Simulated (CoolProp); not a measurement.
Vapour-liquid equilibrium of benzene (1) + m-xylene (2) at 0.64 MPa; x and y are mole fractions of (1).

Computed with CoolProp (multi-fluid Helmholtz-energy mixture model, Thol 2012 and Zhou 2012; pair parameters Bell 2016).

```
x     bubble temperature, mixture model (K)  bubble temperature, Raoult's law (K)  y, mixture model  y, Raoult's law
----  -------------------------------------  ------------------------------------  ----------------  ---------------
0.05                                  491.8                                 491.1             0.123            0.148
0.2                                   477.1                                 475.4             0.414            0.466
0.35                                  464.7                                 462.8             0.614            0.663
0.5                                   454.1                                 452.4             0.755            0.792
0.65                                  445.0                                 443.7             0.856            0.880
0.8                                   437.0                                 436.2             0.930            0.942
0.95                                  430.0                                 429.8             0.985            0.988
```

The largest gap from Raoult's law is +1.9 K in bubble temperature, at x = 0.35. No azeotrope shows between x = 0.05 and 0.95.

Pair parameters are fitted to limited data, so mixtures are less certain than the pure fluids.
